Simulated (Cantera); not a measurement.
An adiabatic, constant-pressure homogeneous reactor starts with 3.03 % CH4, 10.4 % O2, 86.5 % N2, equivalence ratio 0.58, at 950 K and 7.10 bar.

Model: GRI-Mech 3.0 (53 species, 325 reactions), integrated in Cantera. Below about 1000 K GRI-Mech 3.0 lacks low-temperature oxidation paths.

### Question
Predict: time of steepest temperature rise; temperature at 4.00 s; equilibrium temperature; x(O2) at 4.00 s; x(HO2) at 4.00 s; x(NO) at 4.00 s; x(H2O2) at 4.00 s; x(H2O) at 4.00 s; x(O) at 4.00 s.

### Answer
- time of steepest temperature rise = 0.500 s
- temperature at 4.00 s = 1634 K
- equilibrium temperature = 1631 K
- x(O2) at 4.00 s = 0.0438 (gas-phase equilibrium 0.0433)
- x(HO2) at 4.00 s = 1.83e-7 (gas-phase equilibrium 1.78e-7)
- x(NO) at 4.00 s = 8.15e-6 (gas-phase equilibrium 0.00105)
- x(H2O2) at 4.00 s = 1.43e-8 (gas-phase equilibrium 1.40e-8)
- x(H2O) at 4.00 s = 0.0605 (gas-phase equilibrium 0.0605)
- x(O) at 4.00 s = 1.70e-6 (gas-phase equilibrium 1.64e-6)
